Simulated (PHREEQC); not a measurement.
0.16 g of hydrous ferric oxide (600 m²/g; 0.2 weak and 0.005 strong sites per Fe, Dzombak-Morel constants, diffuse double layer) in 1 kg of water with 0.05 mol/kgw of an inert sodium salt and 8.8e-06 mol/kgw NaH2PO4, at 25 °C; the pH is set by adding NaOH or the inert anion's acid. Oxygen is held at 0.21 atm. CO2 from the air is kept out. Precipitation was switched off in this run.

Computed with PHREEQC (ion-association model, wateq4f.dat).

```csv
pH,P sorbed (%),surface charge σ (C/m²),surface potential ψ (mV)
3,100.0,0.345,167
3.38,100.0,0.330,165
4.12,100.0,0.271,?
4.5,100.0,?,147
4.88,100.0,0.187,137
5.62,100.0,0.113,111
6,100.0,0.084,?
6.38,100.0,0.060,81
7.12,99.9,0.027,46
7.5,?,0.015,?
7.88,98.6,0.004,8
8.62,?,-0.016,?
9,48.9,-0.027,-47
```

What belongs in the gaps?


- 4.12, surface potential ψ (mV): 156
- 4.5, surface charge σ (C/m²): 0.229
- 6, surface potential ψ (mV): 97
- 7.5, P sorbed (%): 99.6
- 7.5, surface potential ψ (mV): 27
- 8.62, P sorbed (%): 79.6
- 8.62, surface potential ψ (mV): -29

Species that the database lacks are ignored. H3PO4, which wateq4f.dat lacks, is added to it with the constant of phreeqc.dat. The oxide is taken as insoluble; below pH 4 it would dissolve.
